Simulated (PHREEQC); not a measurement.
Model water analysis in mg/L, 20 °C, pH 6.52, pe 8.6: Na 57.7; K 3.85; Ca 38.9; Mg 8.97; Cl 94.5; S(6) as SO4 84.7; Alkalinity as HCO3 54.7; N(5) as NO3 5.75.

Cl is adjusted to close the charge balance.
Valence states are taken as typed.

Equilibrium calculation in PHREEQC: ion-association model, wateq4f.dat.

### Question
The ionic strength comes out as 0.00710 mol/kgw. What activity coefficients do NaSO4-, HCO3-, SO4-2, K+, Na+ get?

### Answer
NaSO4- 0.92, HCO3- 0.92, SO4-2 0.71, K+ 0.91, Na+ 0.92.

No solid was allowed to form.
